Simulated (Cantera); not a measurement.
A freely propagating, adiabatic, planar premixed flame of CH3OH : O2 : N2 = 1 : 1.15 : 3.23 (molar parts), unburnt at 398 K and 0.132 atm; mixture-averaged transport, grid criteria slope 0.08 and curve 0.16, no radiation.

Computed with Cantera and GRI-Mech 3.0 (53 species, 325 reactions). GRI-Mech 3.0 was tuned for natural gas; its chemistry of methanol as a main component is partial and can be far from experiment. Burning velocities carry a grid error of a few per cent, more on coarse grids.

Problem. What does this change do: inlet temperature 398 to 350 K?

Solution. 
| quantity | before | after |
|---|---|---|
| laminar burning velocity | 127 cm/s | 107 cm/s |
| thermal thickness | 1.34 mm | 1.37 mm |
| peak x(HCO) | 0.000665 | 0.000637 |
| peak x(CH3) | 0.000548 | 0.000532 |
| peak x(C2H2) | 5.42e-6 | 5.27e-6 |
| peak x(OH) | 0.0125 | 0.0120 |
